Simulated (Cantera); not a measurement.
Feed: 1 mol Pb, 0.044 mol H2, equilibrated at 133 Pa.

These are equilibrium values from Cantera (NASA tables, ideal gas, pure condensed phases), not measurements of a reactor. Candidate condensed phases: Pb; 4 gas species. Equilibrium is a limit: real reactors are often held back by kinetics, nucleation or transport. All values below are at 1300 K.

Base state: Pb 0.958, H2 0.0421, Pb2 4.44e-5 (mole fractions); condensed: gas only.

What changes in the equilibrium state with this change: pressure from 133 Pa to 28000 Pa?


```json
[
 {"species": "H2", "before": "0.0421", "after": "0.991"},
 {"species": "Pb", "before": "0.958", "after": "0.00937"},
 {"species": "Pb2", "before": "4.44e-5", "after": "8.92e-7"},
 {"species": "Pb(l), mol", "before": "0", "after": "1.000"}
]
```
